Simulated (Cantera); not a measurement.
**SiH₂Cl₂ + O₃ + N₂ (silicon oxide and oxynitride deposition)**

A closed system holds: 1 mol SiH₂Cl₂, a varied amount of O₃, 4.2 mol N₂, equilibrated at 1425 K and 310 Pa.

These are equilibrium values from Cantera (NASA tables, ideal gas, pure condensed phases), not measurements of a reactor. Candidate condensed phases: H₂O, NH₄Cl, Si, SiO₂, Si₂N₂O, Si₃N₄; 47 gas species. N₂ is the only nitrogen source here; it is nearly inert below about 1500 K, so the nitride shown seldom forms there in practice. Mutual solubility and eutectic melting of coexisting phases are not modelled. The tables' values for SiCl₃ are old estimates; treat these amounts as uncertain. The tables hold silica as quartz up to 1696 K and as liquid above; real silica turns to tridymite and cristobalite and melts near 1996 K. Rates play no part.

From 0.5 mol O₃ to 0.58 mol O₃ the condensed part is SiO₂(β-quartz) + Si₂N₂O(s). From 0.66 mol O₃ to 2.5 mol O₃ the condensed part is SiO₂(β-quartz).

```
n(O₃) (mol)  log p N₂  log p HCl  log p O₂  log p Cl  log p H₂O  log p H₂  log p SiCl₄  log p SiCl₂  n SiO₂(β-quartz)  n Si₂N₂O(s)
-----------  --------  ---------  --------  --------  ---------  --------  -----------  -----------  ----------------  -----------
0.5             -2.68      -3.04      <-14     -6.16      -8.35     -4.27        -4.84        -4.86             0.688        0.119
0.58            -2.68      -3.04      <-14     -6.16      -8.36     -4.28        -4.85        -4.87             0.848       0.0394
0.66            -2.68      -3.01      <-14     -5.76      -7.99     -5.01        -5.44        -6.26             0.990            0
0.76            -2.69      -3.05     -4.34     -4.12      -4.36     -8.38       -12.87         <-14              1.00            0
0.86            -2.70      -3.07     -3.95     -4.07      -4.31     -8.51       -13.05         <-14              1.00            0
0.99            -2.71      -3.09     -3.71     -4.04      -4.28     -8.61       -13.19         <-14              1.00            0
1.1             -2.72      -3.10     -3.58     -4.03      -4.26     -8.66       -13.27         <-14              1.00            0
1.3             -2.74      -3.13     -3.42     -4.02      -4.25     -8.72       -13.38         <-14              1.00            0
1.5             -2.76      -3.15     -3.31     -4.01      -4.25     -8.77       -13.48         <-14              1.00            0
1.7             -2.78      -3.17     -3.23     -4.01      -4.25     -8.81       -13.56         <-14              1.00            0
1.9             -2.79      -3.19     -3.17     -4.01      -4.25     -8.85       -13.63         <-14              1.00            0
2.2             -2.82      -3.21     -3.09     -4.02      -4.26     -8.89       -13.72         <-14              1.00            0
2.5             -2.84      -3.24     -3.04     -4.03      -4.26     -8.93       -13.81         <-14              1.00            0
```
log p: log10 of the partial pressure in bar; n: condensed amount in mol.
